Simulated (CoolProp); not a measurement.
Saturation properties of R1224YDZ (Tc = 155.5 °C, pc = 3.334 MPa, ω = 0.325).

Values from CoolProp's reference Helmholtz-energy equation of state, Akasaka 2023.

| T (°C) | p (MPa) | vapour density (kg/m³) | enthalpy of vaporisation (kJ/kg) | liquid cp (kJ/(kg K)) |
|---|---|---|---|---|
| 4.15 | 0.06579 | 4.402 | 174.5 | 1.110 |
| 6.75 | 0.07333 | 4.874 | (withheld) | 1.114 |
| 9.25 | 0.08122 | 5.366 | 172.1 | 1.119 |
| 11.75 | (withheld) | 5.895 | 170.9 | 1.123 |
| 14.35 | 0.09937 | (withheld) | 169.7 | (withheld) |
| 16.85 | 0.1094 | 7.101 | 168.5 | 1.133 |
| 19.35 | 0.1201 | 7.759 | 167.3 | 1.138 |
| 21.95 | 0.1322 | 8.493 | 166.0 | 1.143 |
| 24.45 | 0.1446 | 9.249 | 164.8 | (withheld) |
| 26.95 | 0.1580 | 10.06 | 163.5 | 1.153 |
| 29.55 | 0.1728 | 10.95 | 162.2 | (withheld) |
| 32.05 | 0.1881 | 11.88 | 160.9 | 1.164 |

Question: Complete the blanks.

Answer: 
- 6.75, enthalpy of vaporisation (kJ/kg): 173.3
- 11.75, p (MPa): 0.08976
- 14.35, vapour density (kg/m³): 6.488
- 14.35, liquid cp (kJ/(kg K)): 1.128
- 24.45, liquid cp (kJ/(kg K)): 1.148
- 29.55, liquid cp (kJ/(kg K)): 1.159

It boils at 14.9 °C under 1 atm.
